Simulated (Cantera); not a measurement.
Carbon deposition, reforming and gasification: C₃H₈ + O₂ + N₂

A closed system holds: 1 mol C₃H₈, 0.078 mol O₂, 7.9 mol N₂, held at 11000 Pa.

Method: chemical equilibrium by Gibbs-energy minimisation in Cantera with the NASA 1993 tables (ideal gas, pure condensed phases). Candidate condensed phases: C, C₆H₆, C₇H₈, C₈H₁₈, H₂O; 136 gas species. Equilibrium is a limit: real reactors are often held back by kinetics, nucleation or transport.

| T (K) | x N₂ | x H₂ | x CH₄ | x H₂O | x CO | x CO₂ | n C(graphite) |
|---|---|---|---|---|---|---|---|
| 648 | 0.723 | 0.173 | 0.0898 | 0.0134 | 0.000255 | 0.000315 | 2.01 |
| 673 | 0.710 | 0.205 | 0.0707 | 0.0127 | 0.000518 | 0.000393 | 2.20 |
| 698 | 0.699 | 0.234 | 0.0536 | 0.0118 | 0.00100 | 0.000485 | 2.38 |
| 723 | 0.688 | 0.259 | 0.0394 | 0.0106 | 0.00182 | 0.000573 | 2.52 |
| 748 | 0.680 | 0.279 | 0.0283 | 0.00910 | 0.00308 | 0.000626 | 2.63 |
| 773 | 0.674 | 0.294 | 0.0201 | 0.00733 | 0.00476 | 0.000609 | 2.70 |
| 798 | 0.669 | 0.305 | 0.0142 | 0.00550 | 0.00667 | 0.000515 | 2.75 |
| 823 | 0.665 | 0.313 | 0.0100 | 0.00387 | 0.00850 | 0.000380 | 2.78 |
| 848 | 0.662 | 0.318 | 0.00714 | 0.00258 | 0.00999 | 0.000250 | 2.79 |
| 873 | 0.660 | 0.322 | 0.00512 | 0.00167 | 0.0111 | 0.000153 | 2.80 |
| 898 | 0.658 | 0.325 | 0.00372 | 0.00106 | 0.0118 | 8.94e-5 | 2.81 |
| 923 | 0.658 | 0.327 | 0.00273 | 0.000678 | 0.0122 | 5.17e-5 | 2.82 |
x: gas mole fraction; n: condensed amount in mol.

From 648 K to 923 K the condensed part is C(graphite). The main C-bearing gas is CH₄ at 648 K and CO at 923 K. The share of C in condensed phases is highest at 923 K (94.0 %) and lowest at 648 K (67.1 %).
